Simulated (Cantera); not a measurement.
# Transport properties of process gases

Gas mixture: C2H6 : CH4 : CO : H2O = 0.82 : 0.14 : 0.24 : 0.16 (molar parts), at 5.85 Torr, frozen composition.

Cantera's kinetic-theory transport with the Lennard-Jones parameters of GRI-Mech 3.0, ideal gas; thermal conductivity in the mixture-averaged form. Polar gases are described roughly by these parameters. The composition is frozen, though it would react at the higher temperatures.

```csv
T (K),ρ (kg/m³),cp (J/kg/K),μ (µPa s),λ (mW/m/K),Pr,D (cm²/s) NO,D (cm²/s) CO2,D (cm²/s) H2
400,0.00630,1962,14.0,36.4,0.755,36.5,27.8,137
650,0.00387,2703,21.0,71.7,0.791,85.6,67.6,314
900,0.00280,3245,26.9,108,0.806,149,120,542
1150,0.00219,3666,32.1,144,0.820,226,183,815
1400,0.00180,3967,36.9,177,0.825,314,256,1130
1650,0.00153,4188,41.3,209,0.827,412,338,1480
1900,0.00133,4349,45.5,239,0.827,522,428,1870
```
D: mixture-averaged diffusion coefficient of that species in the mixture.
